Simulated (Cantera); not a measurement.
An adiabatic, constant-volume homogeneous reactor starts with H2 : O2 : N2 = 1 : 0.521 : 2.76 (molar parts), equivalence ratio 0.96, at 1725 K and 800000 Pa. Integrator tolerance rtol = 1e-08.

Model: GRI-Mech 3.0 (53 species, 325 reactions), integrated in Cantera. The hydrogen kinetics of GRI-Mech 3.0 are dated; newer H2 mechanisms differ, most at raised pressure. Above 3000 K some thermodynamic fits are extrapolated.

Problem. What does this change do: pressure from 800000 Pa to 160000 Pa?

Solution. 
```tsv
quantity	before	after
time of steepest temperature rise	1.10 µs	5.38 µs
temperature at 3.00 s	3115 K	2966 K
equilibrium temperature	3115 K	2966 K
x(H2) at 3.00 s	0.0347 (gas-phase equilibrium 0.0347)	0.0404 (gas-phase equilibrium 0.0404)
x(O2) at 3.00 s	0.0111 (gas-phase equilibrium 0.0111)	0.0139 (gas-phase equilibrium 0.0139)
x(HO2) at 3.00 s	1.55e-5 (gas-phase equilibrium 1.55e-5)	9.03e-6 (gas-phase equilibrium 9.03e-6)
x(H) at 3.00 s	0.0115 (gas-phase equilibrium 0.0115)	0.0180 (gas-phase equilibrium 0.0180)
x(H2O2) at 3.00 s	1.59e-6 (gas-phase equilibrium 1.59e-6)	5.87e-7 (gas-phase equilibrium 5.87e-7)
x(NO) at 3.00 s	0.0119 (gas-phase equilibrium 0.0119)	0.0111 (gas-phase equilibrium 0.0111)
x(NO2) at 3.00 s	5.31e-6 (gas-phase equilibrium 5.31e-6)	2.69e-6 (gas-phase equilibrium 2.69e-6)
```
